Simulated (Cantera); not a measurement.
# Adiabatic ignition

An adiabatic, constant-volume homogeneous reactor starts with CH₄ : O₂ : N₂ = 1 : 2.82 : 10.6 (molar parts), at 1325 K and 9.87 atm.

Computed with Cantera and GRI-Mech 3.0 (53 species, 325 reactions).

| t (s) | T (K) | P (bar) | x CH₄ | x O₂ | x NO | x CH₂ | x NO₂ | x CO |
|---|---|---|---|---|---|---|---|---|
| 1.00e-5 | 1325 | 10.00 | 0.0693 | 0.196 | <1e-12 | <1e-12 | <1e-12 | 1.27e-10 |
| 2.09e-5 | 1325 | 10.00 | 0.0693 | 0.196 | <1e-12 | <1e-12 | <1e-12 | 1.41e-9 |
| 4.36e-5 | 1325 | 10.00 | 0.0693 | 0.196 | <1e-12 | <1e-12 | <1e-12 | 1.95e-8 |
| 9.11e-5 | 1325 | 10.0 | 0.0693 | 0.196 | <1e-12 | 5.49e-12 | <1e-12 | 3.55e-7 |
| 0.000190 | 1326 | 10.0 | 0.0692 | 0.195 | <1e-12 | 1.64e-11 | <1e-12 | 5.38e-6 |
| 0.000397 | 1329 | 10.0 | 0.0687 | 0.195 | <1e-12 | 5.19e-11 | <1e-12 | 5.99e-5 |
| 0.000829 | 1384 | 10.5 | 0.0618 | 0.189 | 5.59e-12 | 4.03e-9 | 2.65e-12 | 0.00224 |
| 0.00173 | 2830 | 21.6 | <1e-12 | 0.0493 | 0.0177 | <1e-12 | 2.61e-5 | 0.00984 |
| 0.00362 | 2830 | 21.6 | <1e-12 | 0.0492 | 0.0178 | <1e-12 | 2.62e-5 | 0.00984 |
| 0.00755 | 2830 | 21.6 | <1e-12 | 0.0492 | 0.0178 | <1e-12 | 2.62e-5 | 0.00984 |
| 0.0158 | 2830 | 21.6 | <1e-12 | 0.0492 | 0.0178 | <1e-12 | 2.62e-5 | 0.00984 |
| 0.0329 | 2830 | 21.6 | <1e-12 | 0.0492 | 0.0178 | <1e-12 | 2.62e-5 | 0.00984 |
| 0.0688 | 2830 | 21.6 | <1e-12 | 0.0492 | 0.0178 | <1e-12 | 2.62e-5 | 0.00984 |
| 0.144 | 2830 | 21.6 | <1e-12 | 0.0492 | 0.0178 | <1e-12 | 2.62e-5 | 0.00984 |
| 0.300 | 2830 | 21.6 | <1e-12 | 0.0492 | 0.0178 | <1e-12 | 2.62e-5 | 0.00984 |
x: mole fraction; the columns are a selection and need not sum to one.

The time of steepest temperature rise is 0.906 ms, the temperature at 0.300 s is 2830 K and the equilibrium temperature is 2830 K. The x(CH₄) at 0.300 s is <1e-12 (gas-phase equilibrium <1e-12) and the x(O₂) at 0.300 s comes out as 0.0492 (gas-phase equilibrium 0.0492). The x(NO) at 0.300 s comes out as 0.0178 (gas-phase equilibrium 0.0178).
